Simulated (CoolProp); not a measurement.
Vapour-liquid equilibrium of o-xylene (1) + n-nonane (2) at 294.9 K; x and y are mole fractions of (1).

Model: multi-fluid Helmholtz-energy mixture model, Zhou 2012 and Lemmon 2006; pair parameters Bell 2016, in CoolProp.

Q: Give the bubble pressure and the first vapour's composition at x = 0.05, 0.65, 0.8. Is there an azeotrope?

A: x = 0.05: 0.0004967 MPa, y = 0.097; x = 0.65: 0.0006959 MPa, y = 0.727; x = 0.8: 0.0007205 MPa, y = 0.835. No azeotrope shows between x = 0.05 and 0.95.

The pair parameters rest on a limited set of measurements; away from them the model extrapolates.
